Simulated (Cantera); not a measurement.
Cantera run, input and output.

```python
import numpy as np
import cantera as ct

gas = ct.Solution("gri30.yaml")
gas.TPX = 1050, 64000, {'CH4': 1, 'H2': 0.049, 'O2': 3.07, 'N2': 11.5, 'H2O': 2.8}
reactor = ct.IdealGasReactor(gas, energy="on", clone=False)
net = ct.ReactorNet([reactor])
net.rtol, net.atol = 1e-08, 1e-16
show = ['CH4', 'H2', 'O2', 'HCO', 'NO', 'H', 'H2O']
times = np.geomspace(4e-06, 1, 15)

steps = ct.SolutionArray(gas, extra=["t"])
rows = []
print(f"{'t/s':>10s}{'T/K':>9s}{'P/Pa':>11s}" + "".join(f"{s:>11s}" for s in show))
for t in times:
    while net.time < t:
        t_next = net.step()
        steps.append(gas.state, t=t_next)
    rows.append([np.interp(t, steps.t, y) for y in (steps.T, steps.P, *steps(*show).X.T)])
    print(f"{t:10.3e}{rows[-1][0]:9.1f}{rows[-1][1]:11.4g}" + "".join(f"{x:11.3e}" for x in rows[-1][2:]))
rate = np.gradient(steps.T, steps.t)
print("integrator steps:", len(steps.t))
if steps.T.max() > steps.T[0] + 200:
    print(f"time of steepest temperature rise: {steps.t[rate.argmax()]:.4e} s")
gas.TPX = 1050, 64000, {'CH4': 1, 'H2': 0.049, 'O2': 3.07, 'N2': 11.5, 'H2O': 2.8}
gas.equilibrate("UV")
print(f"equilibrium (UV): T = {gas.T:.1f} K  " + "  ".join(f"{s} {gas[s].X[0]:.3e}" for s in show))
```

Result:

```
       t/s      T/K       P/Pa        CH4         H2         O2        HCO         NO          H        H2O
 4.000e-06   1050.0    6.4e+04  5.429e-02  2.660e-03  1.667e-01  5.876e-22  5.603e-26  1.797e-12  1.520e-01
 9.719e-06   1050.0    6.4e+04  5.429e-02  2.660e-03  1.667e-01  3.669e-21  5.166e-25  2.474e-12  1.520e-01
 2.362e-05   1050.0    6.4e+04  5.429e-02  2.660e-03  1.667e-01  2.260e-20  2.777e-24  2.799e-12  1.520e-01
 5.738e-05   1050.0    6.4e+04  5.429e-02  2.660e-03  1.667e-01  1.370e-19  9.826e-24  3.256e-12  1.520e-01
 1.394e-04   1050.0    6.4e+04  5.429e-02  2.660e-03  1.667e-01  8.258e-19  3.230e-23  4.367e-12  1.520e-01
 3.388e-04   1050.0    6.4e+04  5.429e-02  2.660e-03  1.667e-01  4.988e-18  1.189e-22  7.137e-12  1.520e-01
 8.231e-04   1050.0    6.4e+04  5.429e-02  2.660e-03  1.667e-01  3.076e-17  5.287e-22  1.433e-11  1.520e-01
 2.000e-03   1050.0    6.4e+04  5.429e-02  2.660e-03  1.667e-01  2.032e-16  2.895e-21  3.506e-11  1.520e-01
 4.860e-03   1050.0    6.4e+04  5.429e-02  2.660e-03  1.667e-01  1.666e-15  2.096e-20  1.136e-10  1.520e-01
 1.181e-02   1050.0    6.4e+04  5.429e-02  2.660e-03  1.667e-01  3.145e-14  3.269e-19  7.028e-10  1.520e-01
 2.869e-02   1050.2  6.401e+04  5.427e-02  2.655e-03  1.667e-01  2.660e-12  2.761e-17  5.397e-09  1.520e-01
 6.971e-02   1051.2  6.407e+04  5.414e-02  2.636e-03  1.666e-01  2.039e-11  2.005e-16  7.874e-09  1.522e-01
 1.694e-01   1057.2  6.444e+04  5.344e-02  2.626e-03  1.660e-01  2.203e-10  1.480e-15  2.403e-08  1.529e-01
 4.116e-01   2326.0  1.424e+05  1.269e-18  2.254e-03  5.285e-02  3.044e-10  7.094e-03  4.432e-04  2.555e-01
 1.000e+00   2325.5  1.423e+05  1.263e-18  2.250e-03  5.272e-02  3.030e-10  7.364e-03  4.418e-04  2.555e-01
integrator steps: 2424
time of steepest temperature rise: 2.5387e-01 s
equilibrium (UV): T = 2325.5 K  CH4 1.811e-18  H2 2.250e-03  O2 5.272e-02  HCO 3.030e-10  NO 7.364e-03  H 4.418e-04  H2O 2.555e-01
```

Cantera simulation using GRI-Mech 3.0 (53 species, 325 reactions); the numbers are that mechanism's predictions, not measurements.
